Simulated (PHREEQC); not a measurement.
A solution holds 1.1 mol/kgw MgSO4 and 0.23 mol/kgw NaCl, at 55 °C. Closed to the air; pH follows from the charge balance.

Computed with PHREEQC (Pitzer model, pitzer.dat).

### Question
The ionic strength comes out as 4.63 mol/kgw. What activity coefficients do Na+, SO4-2, Cl-, Mg+2, HSO4- get?

### Answer
Na+ 0.64, SO4-2 0.020, Cl- 0.61, Mg+2 0.10, HSO4- 0.72. Single-ion values are on the MacInnes scale.

No solid was allowed to form. Away from 25 °C the constants follow the database's enthalpies or fits; those with neither stay at their 25 °C values.
